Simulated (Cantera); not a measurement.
A perfectly stirred reactor is fed with 13.9 % CH4, 17.4 % O2, 65.6 % N2, 3.07 % CO2, equivalence ratio 1.6, at 69000 Pa; it is adiabatic with a 748 K inlet, and is followed from long to short residence time, starting on the burning branch (τ in s: 0.13, 0.063, 0.03, 0.015, 0.0072, 0.0035, 0.0017, 0.00083, 0.0004, 0.0002, 9.6e-05).

Detailed kinetics in Cantera: GRI-Mech 3.0 (53 species, 325 reactions).

x: mole fraction; the columns are a selection and need not sum to one.

```csv
τ (s),T (K),x CH4,x O2,x CO2,x NO,x N2O,x CH2CO
0.13,2088,0.000120,7.24e-5,0.0462,0.000179,1.29e-8,1.80e-7
0.063,2086,0.000189,0.000130,0.0463,0.000196,2.13e-8,3.67e-7
0.030,2084,…,…,0.0463,0.000204,…,…
0.015,2081,0.000457,0.000424,0.0464,0.000203,5.23e-8,1.63e-6
0.0072,2076,0.000712,0.000783,0.0464,0.000188,7.16e-8,3.49e-6
0.0035,2068,0.00110,0.00144,0.0464,0.000159,7.98e-8,7.21e-6
0.0017,2055,0.00171,0.00268,0.0462,0.000118,6.78e-8,1.45e-5
0.00083,2030,…,…,0.0457,…,…,…
0.00040,1968,0.00559,0.0116,0.0443,2.87e-5,1.66e-8,7.32e-5
0.00020,748,0.139,0.174,0.0307,<1e-12,<1e-12,<1e-12
9.6e-5,748,0.139,0.174,0.0307,<1e-12,<1e-12,<1e-12
```

Q: Complete the blanks.

A: 
- 0.030, x CH4: 0.000299
- 0.030, x O2: 0.000239
- 0.030, x N2O: 3.48e-8
- 0.030, x CH2CO: 7.86e-7
- 0.00083, x CH4: 0.00279
- 0.00083, x O2: 0.00516
- 0.00083, x NO: 7.29e-5
- 0.00083, x N2O: 4.21e-8
- 0.00083, x CH2CO: 2.93e-5
